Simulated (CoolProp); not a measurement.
Vapour-liquid equilibrium of benzene (1) + n-decane (2) at 10.6 kPa; x and y are mole fractions of (1).

Model: multi-fluid Helmholtz-energy mixture model, Thol 2012 and Lemmon 2006; pair parameters Bell 2016, in CoolProp.

```json
[
 {"x": "0.05", "bubble temperature (°C)": "83.4", "y at the bubble point": "0.572", "dew temperature at overall composition x (°C)": "101.3", "liquid density (mol/L)": "4.927"},
 {"x": "0.2", "bubble temperature (°C)": "53.4", "y at the bubble point": "0.919", "dew temperature at overall composition x (°C)": "97.2", "liquid density (mol/L)": "5.597"},
 {"x": "0.35", "bubble temperature (°C)": "40.5", "y at the bubble point": "0.968", "dew temperature at overall composition x (°C)": "92.5", "liquid density (mol/L)": "6.276"},
 {"x": "0.5", "bubble temperature (°C)": "33.5", "y at the bubble point": "0.984", "dew temperature at overall composition x (°C)": "86.7", "liquid density (mol/L)": "7.051"},
 {"x": "0.65", "bubble temperature (°C)": "28.9", "y at the bubble point": "0.991", "dew temperature at overall composition x (°C)": "79.2", "liquid density (mol/L)": "7.982"},
 {"x": "0.8", "bubble temperature (°C)": "25.4", "y at the bubble point": "0.995", "dew temperature at overall composition x (°C)": "68.5", "liquid density (mol/L)": "9.141"},
 {"x": "0.95", "bubble temperature (°C)": "22.2", "y at the bubble point": "0.999", "dew temperature at overall composition x (°C)": "46.4", "liquid density (mol/L)": "10.63"}
]
```

No azeotrope shows between x = 0.05 and 0.95.

Pair parameters are fitted to limited data, so mixtures are less certain than the pure fluids.
